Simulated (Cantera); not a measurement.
An adiabatic, constant-pressure homogeneous reactor starts with 23.2 % H₂, 16.1 % O₂, 60.6 % N₂, equivalence ratio 0.72, at 1425 K and 750 Torr.

Model: the H2/O2 subset of GRI-Mech 3.0, which has no nitrogen chemistry, integrated in Cantera.

One state of this run: T (K) = 2716; x H₂ = 0.0159; x O₂ = 0.0483; x O = 0.00853; x HO₂ = 1.19e-5; x H₂O₂ = 5.29e-7. x: mole fraction; the columns are a selection and need not sum to one.

Problem. Which value of t (s) does it belong to?
A. 7.50e-5
B. 3.00e-6
C. 0.400
D. 8.77e-6

Solution. C, 0.400
